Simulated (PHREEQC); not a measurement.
1 kg of water holding 0.3 mol NaHCO3 meets 20 L of dry gas (H2 0.86, N2 0.14 by moles) at fixed total pressure, at 25 °C; fugacities by Peng-Robinson. The gases take part in no redox reaction, some water evaporates into the gas, and hydrates or a liquid gas phase aren't modelled. No solid was allowed to form.

Computed with PHREEQC (ion-association model, phreeqc.dat).

```
P (atm)  dissolved H2 (mol/kgw)  φ of H2  p of H2 (atm)
-------  ----------------------  -------  -------------
2                       0.00126    1.000           1.69
5                       0.00316    1.001           4.27
10                      0.00632      [?]           8.57
20                       0.0125      [?]           17.2
30                       0.0187      [?]           25.8
40                       0.0247    1.011           34.4
50                          [?]      [?]           43.0
75                       0.0449    1.022           64.5
100                      0.0587    1.031           86.0
150                         [?]    1.050            129
200                         [?]    1.071            172
300                       0.151    1.118            258
400                       0.189    1.171            344
```

Q: Complete the blanks.

A: 
- 10, φ of H2: 1.003
- 20, φ of H2: 1.006
- 30, φ of H2: 1.008
- 50, dissolved H2 (mol/kgw): 0.0306
- 50, φ of H2: 1.014
- 150, dissolved H2 (mol/kgw): 0.0846
- 200, dissolved H2 (mol/kgw): 0.109

Complexes and solids missing from the database can't appear.
